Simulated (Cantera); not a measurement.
**Low-pressure radical oxidation in H2/O2**

An isothermal, constant-pressure homogeneous reactor starts with H₂ : O₂ = 0.01 : 1 (molar parts), at 1275 K and 1500 Pa.

Detailed kinetics in Cantera: GRI-Mech 3.0 (53 species, 325 reactions). Radical loss at walls, strong at low pressure, is not modelled.

| t (s) | x H₂ | x O₂ | x H | x OH | x HO₂ | x O |
|---|---|---|---|---|---|---|
| 2.00e-5 | 0.00990 | 0.990 | 5.51e-10 | 2.22e-10 | 7.70e-10 | 2.24e-10 |
| 7.29e-5 | 0.00990 | 0.990 | 1.11e-9 | 1.81e-9 | 2.81e-9 | 1.89e-9 |
| 0.000265 | 0.00990 | 0.990 | 2.33e-9 | 1.08e-8 | 1.02e-8 | 1.25e-8 |
| 0.000967 | 0.00990 | 0.990 | 1.75e-8 | 1.24e-7 | 3.75e-8 | 1.62e-7 |
| 0.00352 | 0.00970 | 0.990 | 1.38e-5 | 0.000100 | 3.63e-7 | 0.000135 |
| 0.0128 | 4.06e-5 | 0.981 | 0.000349 | 0.000963 | 7.37e-7 | 0.00838 |
| 0.0468 | 3.41e-5 | 0.982 | 0.000273 | 0.000888 | 6.82e-7 | 0.00713 |
| 0.170 | 2.09e-5 | 0.985 | 0.000129 | 0.000696 | 5.35e-7 | 0.00429 |
| 0.620 | 6.36e-6 | 0.989 | 2.12e-5 | 0.000385 | 2.78e-7 | 0.00128 |
| 2.26 | 9.47e-7 | 0.990 | 1.21e-6 | 0.000149 | 8.07e-8 | 0.000190 |
| 8.23 | 1.14e-7 | 0.990 | 5.05e-8 | 5.19e-5 | 1.69e-8 | 2.27e-5 |
| 30.0 | 1.69e-8 | 0.990 | 2.93e-9 | 2.01e-5 | 7.83e-9 | 3.40e-6 |
x: mole fraction; the columns are a selection and need not sum to one.

Equilibrium at this temperature and pressure: H₂ 4.54e-9, O₂ 0.990, H 4.08e-10, OH 1.04e-5, HO₂ 1.04e-8, O 9.13e-7 (gas phase only).
